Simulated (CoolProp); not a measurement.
Properties of toluene along the isobar 74.1 bar.

Computed with CoolProp (reference Helmholtz-energy equation of state, Lemmon 2006). It is a short technical equation, of lower accuracy than the large ones.

```tsv
T (K)	phase	density (kg/m³)	Joule-Thomson coefficient (K/MPa)	isothermal compressibility (1/MPa)	expansivity (1/kK)	fugacity coefficient
431.5	liquid	741.3	-0.2468	(withheld)	1.403	0.05245
448.9	liquid	722.9	(withheld)	0.002843	1.495	0.07293
466.3	liquid	703.6	-0.1555	0.003407	1.608	(withheld)
483.7	liquid	683.4	-0.09673	0.004147	1.745	0.1281
501.2	liquid	661.9	(withheld)	0.005151	1.919	0.1632
518.6	liquid	639.0	0.06844	0.006547	2.139	0.2028
536	liquid	614.2	0.1904	0.008576	2.430	0.2467
553.5	liquid	586.7	(withheld)	(withheld)	2.829	(withheld)
```

Task: What belongs in the gaps?

Result: 
- 431.5, isothermal compressibility (1/MPa): 0.002404
- 448.9, Joule-Thomson coefficient (K/MPa): -0.2046
- 466.3, fugacity coefficient: 0.09810
- 501.2, Joule-Thomson coefficient (K/MPa): -0.02386
- 553.5, Joule-Thomson coefficient (K/MPa): 0.3599
- 553.5, isothermal compressibility (1/MPa): 0.01170
- 553.5, fugacity coefficient: 0.2946
